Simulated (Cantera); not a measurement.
**NH3 + O2 (abatement and gas-phase synthesis)**

Charge: 1 mol NH3, 1.1 mol O2, equilibrated at 0.150 bar.

Method: chemical equilibrium by Gibbs-energy minimisation in Cantera with the NASA 1993 tables (ideal gas, pure condensed phases). Candidate condensed phases: H2O; 24 gas species. The numbers say what is thermodynamically allowed, not how fast it happens.

| T (K) | x H2O | x N2 | x H | x O | x O2 | x OH | x H2 | x NO |
|---|---|---|---|---|---|---|---|---|
| 2323 | 0.602 | 0.206 | 0.00279 | 0.00545 | 0.139 | 0.0284 | 0.00986 | 0.00683 |
| 2398 | 0.588 | 0.204 | 0.00491 | 0.00819 | 0.137 | 0.0363 | 0.0146 | 0.00783 |
| 2473 | 0.569 | 0.201 | 0.00832 | 0.0120 | 0.135 | 0.0455 | 0.0209 | 0.00886 |
| 2548 | 0.545 | 0.198 | 0.0136 | 0.0172 | 0.132 | 0.0560 | 0.0289 | 0.00993 |
| 2623 | 0.514 | 0.194 | 0.0214 | 0.0240 | 0.130 | 0.0674 | 0.0387 | 0.0110 |
| 2698 | 0.477 | 0.188 | 0.0326 | 0.0329 | 0.127 | 0.0794 | 0.0501 | 0.0121 |
| 2773 | 0.434 | 0.182 | 0.0480 | 0.0443 | 0.124 | 0.0915 | 0.0625 | 0.0131 |
| 2848 | 0.386 | 0.175 | 0.0684 | 0.0585 | 0.120 | 0.103 | 0.0751 | 0.0140 |
| 2923 | 0.333 | 0.167 | 0.0943 | 0.0758 | 0.116 | 0.113 | 0.0868 | 0.0148 |
| 2998 | 0.278 | 0.158 | 0.126 | 0.0962 | 0.110 | 0.120 | 0.0964 | 0.0154 |
| 3073 | 0.224 | 0.149 | 0.163 | 0.120 | 0.103 | 0.124 | 0.103 | 0.0158 |
| 3148 | 0.173 | 0.139 | 0.203 | 0.146 | 0.0943 | 0.124 | 0.105 | 0.0159 |
x: gas mole fraction; nothing condenses.

From 2323 K to 3148 K nothing is condensed.
